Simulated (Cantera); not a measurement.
Cantera run:

```python
import numpy as np
import cantera as ct

gas_names = [...]  # 58 gases of nasa_gas.yaml made of F, H, N, O, Si
cond_names = """
    H2O(s) H2O(L) Si(cr) Si(L) SiO2(Lqz) SiO2(hqz) SiO2(L) Si2N2O(s) Si3N4(a)
""".split()


# ... load() reads the species with a 1 bar reference pressure and builds the phases ...
atoms = {
    'SiF4': {'Si': 1, 'F': 4},
    'N2O': {'N': 2, 'O': 1},
    'H2': {'H': 2},
}
top_T = {'Si2N2O(s)': 2100, 'Si3N4(a)': 2400}  # K; cautious upper limits of use, not melting points


# ... equilibrate(T, P, feed) seeds the gas with the atoms and calls Mixture.equilibrate('TP', solver="vcs", rtol=1e-11, max_steps=5000) ...
results = []
feed = {'SiF4': 1, 'N2O': 18, 'H2': 1.5}  # mol
T = 2048.15  # K
P = 1000  # Pa
mix = equilibrate(T, P, feed)
results.append((T, P, feed, dict(zip(mix.species_names, mix.species_moles))))
x = sorted(zip(gas.X, gas.species_names), reverse=True)
print(f"T = {T:g} K  P = {P:g} Pa  gas = {mix.phase_moles(0):.4g} mol")
print("   x: " + "  ".join(f"{s} {v:.3e}" for v, s in x if v > 1e-06))
print("   condensed (mol): " + ("  ".join(f"{mix.phase(i).name} {mix.phase_moles(i):.4g}"
      for i in range(1, mix.n_phases) if mix.phase_moles(i) > 1e-12) or "none"))
```

Result:

```
T = 2048.15 K  P = 1000 Pa  gas = 29.58 mol
   x: N2 6.042e-01  O2 2.719e-01  HF 9.915e-02  SiF4 8.798e-03  NO 8.684e-03  O 5.006e-03  OH 7.422e-04  H2O 7.295e-04  F 4.609e-04  SiF3 1.393e-04  SiO 1.183e-04  SiO2 5.742e-05  H 5.379e-05  H2 5.759e-06  NO2 1.584e-06
   condensed (mol): SiO2(L) 0.7304
```

Method: chemical equilibrium by Gibbs-energy minimisation in Cantera with the NASA 1993 tables (ideal gas, pure condensed phases). The tables' values for SiF3, SiO2 are old estimates; treat these amounts as uncertain. The tables hold silica as quartz up to 1696 K and as liquid above; real silica turns to tridymite and cristobalite and melts near 1996 K.
